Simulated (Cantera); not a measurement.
A freely propagating, adiabatic, planar premixed flame of CO : H2 : O2 : N2 = 1 : 0.041 : 0.434 : 1.13 (molar parts), equivalence ratio 1.2, unburnt at 475 K and 1.01 bar; mixture-averaged transport, grid criteria slope 0.08 and curve 0.16, no radiation.

Computed with Cantera and GRI-Mech 3.0 (53 species, 325 reactions). Burning velocities carry a grid error of a few per cent, more on coarse grids.

Q: What does this change do: inlet temperature 475 to 675 K?

A: 
| quantity | before | after |
|---|---|---|
| laminar burning velocity | 117 cm/s | 222 cm/s |
| thermal thickness | 0.744 mm | 0.897 mm |
